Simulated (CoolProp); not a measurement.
Vapour-liquid equilibrium of carbon dioxide (1) + dimethyl ether (2) at 245.3 K; x and y are mole fractions of (1).

Computed with CoolProp (multi-fluid Helmholtz-energy mixture model, Span 1996 and Wu 2011; pair parameters Bell 2016).

```
x     bubble pressure (MPa)  y at the bubble point  dew pressure at overall composition x (MPa)  liquid density (mol/L)
----  ---------------------  ---------------------  -------------------------------------------  ----------------------
0.05                 0.1341                  0.364                                      0.09285                   16.38
0.2                  0.2902                  0.744                                       0.1089                   17.42
0.35                    ___                    ___                                       0.1315                   18.56
0.5                  0.6903                  0.929                                       0.1660                   19.78
0.65                 0.9283                  0.963                                       0.2251                   21.08
0.8                   1.182                  0.983                                       0.3508                     ___
0.95                  1.445                  0.996                                       0.8203                     ___
```

**Question.** What belongs in the gaps?

**Answer.** 
- 0.35, bubble pressure (MPa): 0.4761
- 0.35, y at the bubble point: 0.870
- 0.8, liquid density (mol/L): 22.45
- 0.95, liquid density (mol/L): 23.81

No azeotrope shows between x = 0.05 and 0.95.

The pair parameters rest on a limited set of measurements; away from them the model extrapolates.
